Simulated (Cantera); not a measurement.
A closed system holds: 1 mol Nb₂O₅, 0.58 mol H₂, held at 77.0 Pa.

Cantera equilibrium calculation (NASA polynomials, part measured and part estimated; ideal gas, pure solids and liquids). Candidate condensed phases: H₂O, Nb, NbO, NbO₂, Nb₂O₅; 12 gas species. Mutual solubility and eutectic melting of coexisting phases are not modelled. Condensed phases not in the tables: the oxides between NbO₂ and Nb₂O₅. Kinetics and transport are ignored. All values below are at 1402 °C.

Base state: H₂ 0.848, H₂O 0.149, H 0.00385, OH 3.26e-5 (mole fractions); condensed: NbO₂(s) + Nb₂O₅(s).

### Question
What changes in the equilibrium state with this change: Nb₂O₅ replaced by Cu₂O?

### Answer
```tsv
species	before	after
H₂O	0.149	0.621
O₂	9.48e-9	0.225
Cu	0	0.148
H₂	0.848	0.000728
CuO	0	0.000302
Cu₂	0	0.000158
O	1.20e-7	0.000583
OH	3.26e-5	0.00466
H	0.00385	0.000113
NbO₂(s), mol	0.173	0
Nb₂O₅(s), mol	0.914	0
Cu(l), mol	0	1.86
```
Further candidate phases: Cu, CuO, Cu(OH)₂, Cu₂O.
